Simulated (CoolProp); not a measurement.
The fluid at 274.78 K and 0.0175 MPa is compressed adiabatically to 0.0564 MPa with isentropic efficiency 0.75. The same conditions are run with several fluids, on thermodynamics alone (safety and materials aside).

Model: reference Helmholtz-energy equation of state of each fluid (R141b: Lemmon 2006; C2F6 (R116): Lemmon 2006; R236EA: Rui 2013; nitrogen: Span 2000; R21: Platzer 1990), in CoolProp. The equations of Platzer and Polt are older, rougher fits.

Task: Rank R141b, C2F6 (R116), R236EA, nitrogen, R21 by work (kJ/kg), highest first.

Result: nitrogen (151), R21 (37.3), R141b (31.8), C2F6 (R116) (27.0), R236EA (24.1)

```json
[
 {"fluid": "R141b", "final temperature (K)": "318.1", "final density (kg/m³)": "2.54"},
 {"fluid": "C2F6 (R116)", "final temperature (K)": "310.5", "final density (kg/m³)": "3.03"},
 {"fluid": "R236EA", "final temperature (K)": "304.4", "final density (kg/m³)": "3.45"},
 {"fluid": "nitrogen", "final temperature (K)": "419.8", "final density (kg/m³)": "0.453"},
 {"fluid": "R21", "final temperature (K)": "337.6", "final density (kg/m³)": "2.09"}
]
```
